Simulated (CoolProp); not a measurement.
Propylene along the isobar 0.733 MPa: Z from the reference equation and from simpler models built on Tc = 364.2 K, pc = 4.555 MPa, ω = 0.146; each cubic takes its own stable root.

Computed with CoolProp (reference Helmholtz-energy equation of state, Lemmon 2013).

```csv
T (K),phase,reference,van der Waals,Soave-Redlich-Kwong,Peng-Robinson
140.5,liquid,…,0.05996,0.04027,0.03590
169.7,liquid,0.03234,0.05162,0.03460,0.03078
199,liquid,0.02901,0.04606,0.03088,0.02740
228.3,liquid,0.02676,…,0.02847,0.02520
257.5,liquid,0.02532,0.8789,…,…
286.8,gas,0.8679,0.9084,0.8760,0.8686
316.1,gas,0.9072,…,0.9096,0.9027
345.3,gas,0.9314,…,0.9322,…
374.6,gas,0.9477,0.9536,0.9482,0.9423
403.9,gas,0.9593,0.9618,0.9600,0.9545
433.1,gas,0.9678,0.9682,0.9688,0.9637
```

Q: Complete the blanks.

A: 
- 140.5, reference: 0.03726
- 228.3, van der Waals: 0.04238
- 257.5, Soave-Redlich-Kwong: 0.02713
- 257.5, Peng-Robinson: 0.02396
- 316.1, van der Waals: 0.9285
- 345.3, van der Waals: 0.9429
- 345.3, Peng-Robinson: 0.9258

At some of these states van der Waals gives the other phase, because its saturation line lies elsewhere.
